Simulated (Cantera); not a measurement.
Mixture: CH4 : O2 : N2 : H2O : H2 = 1 : 4.65 : 17.5 : 2.3 : 1 (molar parts), at 21.7 atm, adiabatic and at constant pressure. Ignition delay is the time to a rise of 400 K.

Model: GRI-Mech 3.0 (53 species, 325 reactions), integrated in Cantera. The pressure lies above the range GRI-Mech 3.0 was tuned for (to about 10 atm).

Task: Predict: delay at 1275 K; delay at 1325 K; delay at 1375 K; delay at 1425 K; delay at 1475 K; delay at 1525 K; delay at 1575 K; apparent activation energy between 1475 and 1575 K.

Result: delay at 1275 K: 0.134 ms
delay at 1325 K: 73.1 µs
delay at 1375 K: 42.7 µs
delay at 1425 K: 26.5 µs
delay at 1475 K: 17.4 µs
delay at 1525 K: 12.0 µs
delay at 1575 K: 8.51 µs
apparent activation energy between 1475 and 1575 K: 140 kJ/mol
